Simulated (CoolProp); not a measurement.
Model: reference Helmholtz-energy equation of state, Span 1996, in CoolProp.

### Question
For carbon dioxide, give the phase and the cv (kJ/(kg K)), speed of sound (m/s) at 257.3 K and 1.01 bar; 312.3 K and 1.01 bar; 320.1 K and 1.01 bar.

### Answer
- 257.3 K and 1.01 bar: gas; cv 0.616, speed of sound 251
- 312.3 K and 1.01 bar: gas; cv 0.672, speed of sound 274
- 320.1 K and 1.01 bar: gas; cv 0.679, speed of sound 277
